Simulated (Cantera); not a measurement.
# Adiabatic ignition

An adiabatic, constant-volume homogeneous reactor starts with 38.7 % H₂, 12.9 % O₂, 48.4 % N₂, equivalence ratio 1.5, at 1750 K and 225 Torr.

Model: the H2/O2 subset of GRI-Mech 3.0, which has no nitrogen chemistry, integrated in Cantera.

```json
[
 {"t (s)": "2.00e-6", "T (K)": "1750", "P (bar)": "0.300", "x H₂": "0.387", "x O₂": "0.129", "x O": "3.41e-7", "x H": "3.69e-6", "x HO₂": "2.44e-6", "x H₂O": "1.47e-6", "x OH": "3.90e-7"},
 {"t (s)": "6.32e-6", "T (K)": "1750", "P (bar)": "0.300", "x H₂": "0.387", "x O₂": "0.129", "x O": "5.56e-6", "x H": "5.51e-5", "x HO₂": "7.29e-6", "x H₂O": "5.23e-5", "x OH": "6.36e-6"},
 {"t (s)": "2.00e-5", "T (K)": "1800", "P (bar)": "0.308", "x H₂": "0.288", "x O₂": "0.0891", "x O": "0.00634", "x H": "0.0593", "x HO₂": "8.76e-6", "x H₂O": "0.0662", "x OH": "0.00710"},
 {"t (s)": "6.32e-5", "T (K)": "2095", "P (bar)": "0.354", "x H₂": "0.122", "x O₂": "0.0136", "x O": "0.0205", "x H": "0.139", "x HO₂": "2.19e-6", "x H₂O": "0.189", "x OH": "0.0253"},
 {"t (s)": "0.000200", "T (K)": "2519", "P (bar)": "0.414", "x H₂": "0.135", "x O₂": "0.00952", "x O": "0.0155", "x H": "0.100", "x HO₂": "1.86e-6", "x H₂O": "0.203", "x OH": "0.0318"},
 {"t (s)": "0.000632", "T (K)": "2900", "P (bar)": "0.464", "x H₂": "0.142", "x O₂": "0.00613", "x O": "0.00991", "x H": "0.0693", "x HO₂": "3.01e-6", "x H₂O": "0.221", "x OH": "0.0329"},
 {"t (s)": "0.00200", "T (K)": "2918", "P (bar)": "0.466", "x H₂": "0.143", "x O₂": "0.00597", "x O": "0.00964", "x H": "0.0679", "x HO₂": "3.10e-6", "x H₂O": "0.222", "x OH": "0.0328"},
 {"t (s)": "0.00632", "T (K)": "2918", "P (bar)": "0.466", "x H₂": "0.143", "x O₂": "0.00597", "x O": "0.00964", "x H": "0.0679", "x HO₂": "3.10e-6", "x H₂O": "0.222", "x OH": "0.0328"},
 {"t (s)": "0.0200", "T (K)": "2918", "P (bar)": "0.466", "x H₂": "0.143", "x O₂": "0.00597", "x O": "0.00964", "x H": "0.0679", "x HO₂": "3.10e-6", "x H₂O": "0.222", "x OH": "0.0328"},
 {"t (s)": "0.0632", "T (K)": "2918", "P (bar)": "0.466", "x H₂": "0.143", "x O₂": "0.00597", "x O": "0.00964", "x H": "0.0679", "x HO₂": "3.10e-6", "x H₂O": "0.222", "x OH": "0.0328"},
 {"t (s)": "0.200", "T (K)": "2918", "P (bar)": "0.466", "x H₂": "0.143", "x O₂": "0.00597", "x O": "0.00964", "x H": "0.0679", "x HO₂": "3.10e-6", "x H₂O": "0.222", "x OH": "0.0328"},
 {"t (s)": "0.632", "T (K)": "2918", "P (bar)": "0.466", "x H₂": "0.143", "x O₂": "0.00597", "x O": "0.00964", "x H": "0.0679", "x HO₂": "3.10e-6", "x H₂O": "0.222", "x OH": "0.0328"},
 {"t (s)": "2.00", "T (K)": "2918", "P (bar)": "0.466", "x H₂": "0.143", "x O₂": "0.00597", "x O": "0.00964", "x H": "0.0679", "x HO₂": "3.10e-6", "x H₂O": "0.222", "x OH": "0.0328"}
]
```
x: mole fraction; the columns are a selection and need not sum to one.

```json
{
 "time_of_steepest_temperature_rise": "21.4 µs",
 "temperature at 2.00 s": "2918 K",
 "equilibrium_temperature": "2918 K",
 "x(H₂) at 2.00 s": "0.143 (gas-phase equilibrium 0.143)",
 "x(O₂) at 2.00 s": "0.00597 (gas-phase equilibrium 0.00597)",
 "x(O) at 2.00 s": "0.00964 (gas-phase equilibrium 0.00964)"
}
```
